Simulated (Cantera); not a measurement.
Charge: 1 mol Fe2O3, 4.8 mol O2, 0.54 mol H2O, held at 875 K and 1000 Pa.

Method: chemical equilibrium by Gibbs-energy minimisation in Cantera with the NASA 1993 tables (ideal gas, pure condensed phases). Candidate condensed phases: Fe, FeO, Fe(OH)2, Fe(OH)3, Fe2O3, Fe3O4, H2O; 12 gas species. Equilibrium is a limit: real reactors are often held back by kinetics, nucleation or transport.

### Question
What is the equilibrium state?

### Answer
```json
{
  "x(O2)": "0.899",
  "x(H2O)": "0.101",
  "n(Fe2O3(s))": "1.00 mol",
  "gas_amount": "5.340 mol",
  "log10 activity of Fe(OH)2(s) (absent)": "-11.84",
  "log10 activity of Fe(OH)3(s) (absent)": "-12.52",
  "log10 activity of Fe(α) (absent)": "-16.15"
}
```
